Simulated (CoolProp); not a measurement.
Ethane along the isobar 28.2 bar: Z from the reference equation and from simpler models built on Tc = 32.2 °C, pc = 48.72 bar, ω = 0.099; each cubic takes its own stable root.

Model: reference Helmholtz-energy equation of state, Bücker 2006, in CoolProp.

```csv
T (°C),phase,reference,van der Waals,Soave-Redlich-Kwong,Peng-Robinson
-58.35,liquid,0.09359,0.1422,0.09777,0.08646
-41.45,liquid,0.09117,0.1388,0.09620,0.08498
-24.45,liquid,0.09014,0.1381,0.09667,0.08537
-7.55,liquid,0.09111,0.1419,0.1003,0.08865
9.35,gas,0.6591,0.7288,0.6690,0.6472
26.35,gas,0.7456,0.7788,0.7475,0.7269
43.25,gas,0.7983,0.8146,0.7987,0.7790
60.15,gas,0.8356,0.8421,0.8359,0.8173
77.15,gas,0.8639,0.8640,0.8645,0.8468
94.05,gas,0.8858,0.8818,0.8870,0.8702
110.95,gas,0.9034,0.8964,0.9052,0.8892
```
